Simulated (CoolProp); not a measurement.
Properties of R245fa along the isotherm 382.5 K.

Model: reference Helmholtz-energy equation of state, Akasaka 2015, in CoolProp.

| p (bar) | phase | cp (kJ/(kg K)) | cv (kJ/(kg K)) | Joule-Thomson coefficient (K/MPa) | isothermal compressibility (1/MPa) |
|---|---|---|---|---|---|
| 0.0577 | gas | 1.009 | 0.9471 | 11.84 | 173.4 |
| 0.0899 | gas | 1.010 | 0.9472 | 11.85 | 111.4 |
| 0.14 | gas | 1.010 | 0.9474 | 11.86 | 71.57 |
| 0.218 | gas | 1.011 | 0.9477 | 11.88 | 46.01 |
| 0.339 | gas | 1.012 | 0.9482 | 11.91 | 29.64 |
| 0.528 | gas | 1.014 | 0.9491 | 11.96 | 19.08 |
| 0.823 | gas | (withheld) | (withheld) | (withheld) | 12.29 |
| 1.28 | gas | 1.021 | 0.9523 | (withheld) | 7.956 |
| 1.99 | gas | 1.028 | 0.9555 | 12.35 | 5.173 |
| 3.11 | gas | (withheld) | 0.9607 | 12.68 | 3.371 |
| 4.84 | gas | (withheld) | 0.9694 | 13.23 | 2.235 |
| 7.53 | gas | 1.101 | 0.9843 | 14.24 | 1.523 |
| 11.7 | gas | 1.198 | 1.013 | (withheld) | 1.116 |
| 18.3 | liquid | 1.653 | 1.065 | 0.4695 | 0.01393 |

Task: Complete the blanks.

Result: 
- 0.823, cp (kJ/(kg K)): 1.016
- 0.823, cv (kJ/(kg K)): 0.9503
- 0.823, Joule-Thomson coefficient (K/MPa): 12.04
- 1.28, Joule-Thomson coefficient (K/MPa): 12.16
- 3.11, cp (kJ/(kg K)): 1.040
- 4.84, cp (kJ/(kg K)): 1.061
- 11.7, Joule-Thomson coefficient (K/MPa): 16.39
